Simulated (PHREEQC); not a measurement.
Dissolve 0.22 mol NaH2PO4, 0.00019 mol H2SO4 and 0.0016 mol H4SiO4 per kg of water at 25 °C. Closed to the air; pH follows from the charge balance.

All values are PHREEQC results (ion-association model, wateq4f.dat), not measurements.

```csv
quantity,before,after
pH,4.31,4.80
ionic strength (mol/kgw),0.221,0.225
HPO4-2 (mol/kgw),0.000707,0.00220
SO4-2 (mol/kgw),0.000145,0.000144
NaHPO4- (mol/kgw),8.71e-5,0.000269
NaSO4- (mol/kgw),4.49e-5,4.44e-5
SI of SiO2(a) (SiO2),-0.06,-0.06
```

Task: Which change was made?
A. 0.0025 mol/kgw NH4HS added
B. NaH2PO4 from 0.22 to 0.11 mol/kgw
C. H2SO4 from 0.00019 to 0.00038 mol/kgw
D. H2SO4 from 0.00019 to 1.9e-05 mol/kgw
E. diluted 100-fold with water

Result: A, 0.0025 mol/kgw NH4HS added

This is a speciation only: nothing precipitates in the calculation. Some of these states are supersaturated (in Quartz (slow to form), Chalcedony (slow to form), for instance). H3PO4, which wateq4f.dat lacks, is added to it with the constant of phreeqc.dat.
